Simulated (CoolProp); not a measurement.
Propane along the isotherm 393.9 K: fugacity coefficient from the reference equation and from simpler models built on Tc = 369.9 K, pc = 4.251 MPa, ω = 0.152; each cubic takes its own stable root.

Computed with CoolProp (reference Helmholtz-energy equation of state, Lemmon 2009).

| p (MPa) | phase | reference | Soave-Redlich-Kwong | Peng-Robinson |
|---|---|---|---|---|
| 1.18 | gas | 0.9240 | 0.9240 | 0.9149 |
| 2.36 | gas | 0.8501 | 0.8503 | 0.8341 |
| 3.54 | gas | 0.7774 | 0.7784 | 0.7568 |
| 4.72 | supercritical | 0.7049 | 0.7072 | 0.6821 |
| 5.9 | supercritical | 0.6308 | 0.6357 | 0.6091 |
| 7.09 | supercritical | 0.5606 | 0.5703 | 0.5436 |
| 8.27 | supercritical | 0.5064 | 0.5195 | 0.4928 |
| 9.45 | supercritical | 0.4649 | 0.4802 | 0.4534 |
| 10.6 | supercritical | 0.4332 | 0.4500 | 0.4230 |
